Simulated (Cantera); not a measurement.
An isothermal, constant-pressure homogeneous reactor starts with H₂ : O₂ : N₂ = 0.74 : 1 : 2.4 (molar parts), equivalence ratio 0.37, at 1175 K and 330 Torr.

Model: the H2/O2 subset of GRI-Mech 3.0, which has no nitrogen chemistry, integrated in Cantera. The temperature is held fixed by assumption; the heat of reaction is taken as removed at once.

One state of this run: x H₂ = 1.01e-7; x O₂ = 0.167; x O = 1.85e-7; x HO₂ = 3.60e-8; x OH = 1.57e-5; x H = 9.54e-10; x H₂O = 0.196. x: mole fraction; the columns are a selection and need not sum to one.

Which value of t (s) does it belong to?
A. 1.00e-6
B. 7.40e-5
C. 8.60e-6
D. 0.0471

D, 0.0471
